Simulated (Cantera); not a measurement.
An isothermal, constant-pressure homogeneous reactor starts with 11.8 % H2, 7.35 % O2, 80.9 % N2, equivalence ratio 0.80, at 1200 K and 100000 Pa.

Cantera simulation using the H2/O2 subset of GRI-Mech 3.0, which has no nitrogen chemistry; the numbers are that mechanism's predictions, not measurements. The temperature is held fixed by assumption; the heat of reaction is taken as removed at once.

x: mole fraction; the columns are a selection and need not sum to one.

| t (s) | x H2 | x O2 | x H2O | x HO2 | x H2O2 |
|---|---|---|---|---|---|
| 0.000300 | [?] | 0.0169 | 0.121 | 1.44e-5 | 3.20e-6 |
| 0.00120 | [?] | 0.0157 | 0.125 | 5.24e-6 | 8.06e-7 |
| 0.00482 | [?] | 0.0156 | 0.125 | 6.27e-7 | 1.25e-7 |
| 0.0193 | [?] | 0.0156 | 0.125 | 5.72e-8 | 2.12e-8 |
| 0.0775 | [?] | 0.0156 | 0.125 | 9.75e-9 | 4.49e-9 |
| 0.311 | [?] | 0.0156 | 0.125 | 3.03e-9 | 1.15e-9 |
| 1.24 | [?] | 0.0156 | 0.125 | 2.16e-9 | 4.39e-10 |
| 4.99 | 1.28e-8 | 0.0156 | 0.125 | 2.14e-9 | 3.74e-10 |
| 20.0 | 1.28e-8 | 0.0156 | 0.125 | 2.14e-9 | 3.74e-10 |

Q: Fill in the missing entries.

A: 
- 0.000300, x H2: 0.00293
- 0.00120, x H2: 0.000231
- 0.00482, x H2: 1.62e-5
- 0.0193, x H2: 9.84e-7
- 0.0775, x H2: 1.32e-7
- 0.311, x H2: 3.15e-8
- 1.24, x H2: 1.40e-8
